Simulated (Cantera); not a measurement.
A closed system holds: 1 mol C2H2, 1.7 mol NH3, 7.8 mol N2, held at 5.80 bar.

Points: T (K) = 698, 748, 798, 848, 898, 948, 998, 1048, 1098, 1148, 1198, 1248.

Cantera's Mixture.equilibrate('TP', solver="vcs", rtol=1e-11, max_steps=5000) on the NASA tables stopped like this:

```
ERROR: FAILURE its = 5001!

*******************************************************************************
CanteraError thrown by MultiPhase::equilibrate:
VCS solver failed. Return code: -1
*******************************************************************************
```

### Question
What got this run through?

### Answer
This is not unique; one that fits is The failure is numerical, not chemical. The same input converged with solver="gibbs", rtol=1e-10, max_steps=50000, and the result passed a check of the equilibrium conditions:
```
log10 of partial pressures in bar; condensed amounts in mol
       T/K        N2        H2       CH4       NH3     C(gr)
       698     0.671    -0.520    -0.092    -2.462    0.5083
       748     0.665    -0.333    -0.147    -2.450    0.6643
       798     0.657    -0.182    -0.222    -2.460    0.8562
       848     0.649    -0.063    -0.319    -2.494     1.069
       898     0.640     0.027    -0.440    -2.549     1.282
       948     0.633     0.092    -0.581    -2.622     1.472
       998     0.628     0.137    -0.736    -2.709     1.626
      1048     0.623     0.167    -0.899    -2.804      1.74
      1098     0.621     0.187    -1.063    -2.902     1.821
      1148     0.619     0.200    -1.224    -2.999     1.875
      1198     0.617     0.208    -1.378    -3.094     1.912
      1248     0.616     0.214    -1.525    -3.184     1.937
```

The gas is ideal and each condensed phase is pure.
